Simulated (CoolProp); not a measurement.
Vapour-liquid equilibrium of carbonyl sulfide (1) + propane (2) at -25.25 °C; x and y are mole fractions of (1).

The numbers come from the multi-fluid Helmholtz-energy mixture model, Lemmon 2006 and Lemmon 2009; pair parameters Bell 2016 in CoolProp.

### Question
Give the bubble pressure and the first vapour's composition at x = 0.275, 0.425, 0.575. Is there an azeotrope?

### Answer
x = 0.275: 2.288 bar, y = 0.346; x = 0.425: 2.403 bar, y = 0.498; x = 0.575: 2.510 bar, y = 0.640. No azeotrope shows between x = 0.05 and 0.95.

Pair parameters are fitted to limited data, so mixtures are less certain than the pure fluids.
